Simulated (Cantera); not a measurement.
A closed system holds: 1 mol Cu₂O, 0.47 mol H₂, 6.1 mol H₂O, at 873 K and 128 Torr.

Method: chemical equilibrium by Gibbs-energy minimisation in Cantera with the NASA 1993 tables (ideal gas, pure condensed phases). Candidate condensed phases: Cu, CuO, Cu(OH)₂, Cu₂O, H₂O; 12 gas species. Equilibrium is a limit: real reactors are often held back by kinetics, nucleation or transport.

Q: What is the equilibrium state?

A: 
```
Property                                   Value
-------------------------------------  ---------
x(H₂O)                                     1.000
x(H₂)                                    2.13e-6
n(Cu(s))                               0.940 mol
n(Cu₂O(s))                             0.530 mol
gas amount                             6.570 mol
log10 activity of Cu(OH)₂(s) (absent)      -5.29
```
